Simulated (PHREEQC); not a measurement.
# Spent oxide etchant

Solution (60 °C): 0.017 mol HF, 0.0017 mol H2SiF6, 0.041 mol H3BO3 and 0.22 mol H2SO4 per kg of water. Closed to the air; pH follows from the charge balance.

Model: ion-association model, phreeqc.dat, run in PHREEQC.

The pH comes out as 0.73 and the ionic strength is 0.253 mol/kgw. The activity of water is 0.991 and the specific conductance is 138000 µS/cm. The density is 0.997 g/cm³. The total alkalinity is -467 meq/kg.

| species | molality | activity | log γ |
|---|---|---|---|
| H+ | 0.239 | 0.186 | -0.109 |
| HSO4- | 0.206 | 0.149 | -0.141 |
| H3BO3 | 0.0363 | 0.0385 | 0.025 |
| SO4-2 | 0.0141 | 0.00350 | -0.607 |
| HF | 0.00885 | 0.00938 | 0.025 |
| BF4- | 0.00422 | 0.00305 | -0.141 |
| H4SiO4 | 0.00168 | 0.00178 | 0.025 |
| BF3OH- | 0.000335 | 0.000242 | -0.141 |
| BF2(OH)2- | 0.000168 | 0.000121 | -0.141 |
| F- | 2.56e-5 | 1.72e-5 | -0.173 |
| SiF6-2 | 1.91e-5 | 4.83e-6 | -0.597 |

Precipitation was switched off in this run. Saturation is exceeded, for instance for Quartz (slow to form), Chalcedony (slow to form); the values hold only as long as no solid forms. At this temperature some constants are extrapolated from 25 °C, and those without enthalpy data are left unchanged. SiF6-2 is the database's only silicon fluoride. Real BF4- forms and hydrolyses slowly; the run takes it at equilibrium.
